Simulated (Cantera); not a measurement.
Diamond growth

A diamond (100) surface in a fixed gas of H2 with x(CH4) = 0.0025, x(CH3) = 3.9e-05, at 1225 K, 2000 Pa; coverages are run to steady state.

Cantera simulation using the Harris–Goodwin 1993 mechanism for the reconstructed diamond (100) surface; the numbers are that mechanism's predictions, not measurements.

| x(H) | growth (µm/h) | θ c6HH | θ c6H* | θ c6*H | θ c6** | θ c6HM |
|---|---|---|---|---|---|---|
| 0.0001 | 0.00708 | 0.628 | 0.0278 | 0.339 | 0.00486 | 7.90e-5 |
| 0.00021 | 0.0185 | 0.543 | 0.0338 | 0.412 | 0.0101 | 0.000105 |
| 0.00046 | 0.0377 | 0.485 | 0.0376 | 0.459 | 0.0174 | 0.000130 |
| 0.00097 | 0.0605 | 0.453 | 0.0395 | 0.482 | 0.0240 | 0.000149 |
| 0.0021 | 0.0895 | 0.436 | 0.0405 | 0.494 | 0.0291 | 0.000159 |
| 0.0044 | 0.130 | 0.428 | 0.0409 | 0.499 | 0.0320 | 0.000160 |
| 0.0095 | 0.199 | 0.424 | 0.0411 | 0.501 | 0.0336 | 0.000150 |
| 0.02 | 0.306 | 0.422 | 0.0412 | 0.502 | 0.0344 | 0.000130 |
| 0.043 | 0.456 | 0.421 | 0.0414 | 0.503 | 0.0349 | 9.90e-5 |
θ: site fractions in the mechanism's names (c6HH fully hydrogenated, c6H* and c6*H radical sites, c6** diradical, c6HM methylated).
